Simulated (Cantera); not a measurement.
Charge: 1 mol SiF4, 0.72 mol H2O, 110 mol N2, equilibrated at 13.3 mbar.

Equilibrium computed with Cantera from the NASA thermochemical tables; the gas is ideal and each condensed phase is pure. Candidate condensed phases: H2O, Si, SiO2, Si2N2O, Si3N4; 58 gas species. The tables' values for SiF3 are old estimates; treat these amounts as uncertain. The tables hold silica as quartz up to 1696 K and as liquid above; real silica turns to tridymite and cristobalite and melts near 1996 K. Equilibrium is a limit: real reactors are often held back by kinetics, nucleation or transport.

log p: log10 of the partial pressure in bar; n: condensed amount in mol.

```tsv
T (°C)	log p N2	log p HF	log p SiF4	log p H2O	log p SiF3	log p NO	n SiO2(β-quartz)	n SiO2(condensed)
1125	-1.88	-3.77	-4.12	-5.96	-8.45	-8.06	0.355	0
1175	-1.88	-3.77	-4.12	-6.03	-8.05	-7.85	0.356	0
1225	-1.88	-3.77	-4.12	-6.10	-7.68	-7.64	0.356	0
1275	-1.88	-3.77	-4.12	(withheld)	-7.34	(withheld)	0.357	0
1325	-1.88	-3.77	-4.12	-6.22	-7.03	-7.23	0.357	0
1375	-1.88	-3.77	-4.12	-6.27	-6.74	-7.02	0.357	0
1425	-1.88	-3.77	-4.12	-6.32	-6.49	(withheld)	0	0.357
1475	-1.88	-3.77	-4.12	-6.37	-6.26	-6.58	0	0.356
1525	-1.88	-3.77	-4.12	-6.42	-6.05	-6.35	0	0.354
```

Some entries are withheld; supply them.


- 1275, log p H2O: -6.16
- 1275, log p NO: -7.43
- 1425, log p NO: -6.80
